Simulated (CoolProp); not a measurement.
Vapour-liquid equilibrium of hydrogen sulfide (1) + n-heptane (2) at 341.9 K; x and y are mole fractions of (1).

Computed with CoolProp (multi-fluid Helmholtz-energy mixture model, Lemmon 2006 and Span 2003; pair parameters Kunz 2012).

```csv
x,bubble pressure (kPa),y at the bubble point,dew pressure at overall composition x (kPa),liquid density (mol/L)
0.05,276.4,0.858,40.83,6.565
0.125,654.1,0.939,44.40,6.869
0.2,1037,0.961,48.63,7.248
0.275,1410,0.970,53.73,7.711
0.35,1769,0.976,59.99,8.267
0.425,2115,0.980,67.87,8.930
0.5,2453,0.983,78.10,9.716
0.575,2792,0.985,91.94,10.64
0.65,3139,0.987,111.7,11.73
0.725,3501,0.989,142.3,13.01
0.8,3885,0.991,196.1,14.47
0.875,4300,0.994,315.4,16.09
0.95,4772,0.997,808.4,17.78
```

No azeotrope shows between x = 0.05 and 0.95.

Pair parameters are fitted to limited data, so mixtures are less certain than the pure fluids.
